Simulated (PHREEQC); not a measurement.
1 kg of water holding 0.37 mol/kgw NaOH, 0.49 mol/kgw NaCl, 0.0078 mol/kgw Na2CO3 and 0.24 mol/kgw Na2SO4 is evaporated at 75 °C; the solids stay in contact with the brine. No CO2 enters from the air. Only these solids could form: Burkeite, Halite, Mirabilite, Nahcolite, Natron, Thenardite, Trona.

The series has 15 steps of water left (kg), from 1 to 0.06418.

Equilibrium calculation in PHREEQC: Pitzer model, pitzer.dat.

Problem. Which solids form, in which order, and at which step of the series does each first stand?

Solution. Thenardite from water left = 0.2082 kg (pH 12.81); Halite from water left = 0.07809 kg (pH 13.40).

Complexes and solids missing from the database can't appear. At this temperature some constants are extrapolated from 25 °C, and those without enthalpy data are left unchanged.
